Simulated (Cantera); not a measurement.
Standard-state values (1 bar) from the NASA 1993 polynomials, evaluated with Cantera. Values are per mole of reaction as written; species without (g) are pure solids or liquids, kept so even where they would boil at 1 bar.

N2(g) + BF3(g) → BN + NF3(g)

```
T (K)    ΔH° (kJ)   ΔS° (J/K)    ΔG° (kJ)     log10 K
-----  ----------  ----------  ----------  ----------
2498        786.6      -145.2      1149.5      -24.04
2548        787.6      -144.9      1156.7      -23.71
2598        788.5      -144.5      1164.0      -23.40
2648        789.4      -144.2      1171.2      -23.10
2698        790.3      -143.8      1178.4      -22.81
2748        791.3      -143.5      1185.6      -22.54
2798   (withheld)  (withheld)  (withheld)  (withheld)
2848   (withheld)  (withheld)  (withheld)  (withheld)
2898        794.0      -142.5      1207.0      -21.76
```

**Question.** Some entries are withheld; supply them.

**Answer.** 
- 2798, ΔH° (kJ): 792.2
- 2798, ΔS° (J/K): -143.2
- 2798, ΔG° (kJ): 1192.7
- 2798, log10 K: -22.27
- 2848, ΔH° (kJ): 793.1
- 2848, ΔS° (J/K): -142.8
- 2848, ΔG° (kJ): 1199.9
- 2848, log10 K: -22.01
